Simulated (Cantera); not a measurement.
Cantera run, input and output.

```python
import numpy as np
import cantera as ct

gas = ct.Solution("gri30.yaml")
gas.TPX = 1575, 550000, {'C3H8': 1, 'O2': 2.17, 'N2': 8.17}
reactor = ct.IdealGasReactor(gas, energy="on", clone=False)
net = ct.ReactorNet([reactor])
net.rtol, net.atol = 1e-08, 1e-16
show = ['C3H8', 'O2', 'H2', 'C2H', 'HCO', 'CH4']
times = np.geomspace(3e-06, 6, 16)

steps = ct.SolutionArray(gas, extra=["t"])
rows = []
print(f"{'t/s':>10s}{'T/K':>9s}{'P/Pa':>11s}" + "".join(f"{s:>11s}" for s in show))
for t in times:
    while net.time < t:
        t_next = net.step()
        steps.append(gas.state, t=t_next)
    rows.append([np.interp(t, steps.t, y) for y in (steps.T, steps.P, *steps(*show).X.T)])
    print(f"{t:10.3e}{rows[-1][0]:9.1f}{rows[-1][1]:11.4g}" + "".join(f"{x:11.3e}" for x in rows[-1][2:]))
rate = np.gradient(steps.T, steps.t)
print("integrator steps:", len(steps.t))
if steps.T.max() > steps.T[0] + 200:
    print(f"time of steepest temperature rise: {steps.t[rate.argmax()]:.4e} s")
gas.TPX = 1575, 550000, {'C3H8': 1, 'O2': 2.17, 'N2': 8.17}
gas.equilibrate("UV")
print(f"equilibrium (UV): T = {gas.T:.1f} K  " + "  ".join(f"{s} {gas[s].X[0]:.3e}" for s in show))
```

Output:

```
       t/s      T/K       P/Pa       C3H8         O2         H2        C2H        HCO        CH4
 3.000e-06   1561.7   5.51e+05  7.831e-02  1.868e-01  2.708e-03  1.085e-10  1.745e-06  1.011e-03
 7.892e-06   1583.2  5.725e+05  5.585e-02  1.730e-01  1.065e-02  3.556e-09  1.065e-05  4.685e-03
 2.076e-05   2858.4  1.331e+06  2.514e-11  7.651e-06  1.715e-01  2.102e-05  4.218e-06  6.266e-04
 5.462e-05   2840.6  1.336e+06  8.766e-25  8.317e-06  1.809e-01  4.730e-11  2.480e-06  9.519e-09
 1.437e-04   2842.9  1.337e+06  3.030e-27  8.611e-06  1.807e-01  2.640e-13  2.502e-06  2.651e-09
 3.780e-04   2844.1  1.337e+06  2.569e-27  8.716e-06  1.805e-01  2.481e-13  2.508e-06  2.488e-09
 9.943e-04   2844.2  1.337e+06  2.527e-27  8.730e-06  1.805e-01  2.467e-13  2.509e-06  2.473e-09
 2.616e-03   2844.3  1.337e+06  2.527e-27  8.730e-06  1.805e-01  2.467e-13  2.509e-06  2.473e-09
 6.881e-03   2844.3  1.337e+06  2.527e-27  8.730e-06  1.805e-01  2.467e-13  2.509e-06  2.473e-09
 1.810e-02   2844.3  1.337e+06  2.527e-27  8.730e-06  1.805e-01  2.467e-13  2.509e-06  2.473e-09
 4.762e-02   2844.3  1.337e+06  2.527e-27  8.730e-06  1.805e-01  2.467e-13  2.509e-06  2.473e-09
 1.253e-01   2844.3  1.337e+06  2.527e-27  8.730e-06  1.805e-01  2.467e-13  2.509e-06  2.473e-09
 3.296e-01   2844.3  1.337e+06  2.527e-27  8.730e-06  1.805e-01  2.467e-13  2.509e-06  2.473e-09
 8.670e-01   2844.3  1.337e+06  2.527e-27  8.730e-06  1.805e-01  2.467e-13  2.509e-06  2.473e-09
 2.281e+00   2844.3  1.337e+06  2.527e-27  8.730e-06  1.805e-01  2.467e-13  2.509e-06  2.473e-09
 6.000e+00   2844.3  1.337e+06  2.527e-27  8.730e-06  1.805e-01  2.467e-13  2.509e-06  2.473e-09
integrator steps: 1744
time of steepest temperature rise: 1.3806e-05 s
equilibrium (UV): T = 2844.3 K  C3H8 3.313e-27  O2 8.730e-06  H2 1.805e-01  C2H 2.709e-13  HCO 2.509e-06  CH4 2.749e-09
```

Cantera simulation using GRI-Mech 3.0 (53 species, 325 reactions); the numbers are that mechanism's predictions, not measurements. GRI-Mech 3.0 was tuned for natural gas; its chemistry of propane as a main component is partial and can be far from experiment.
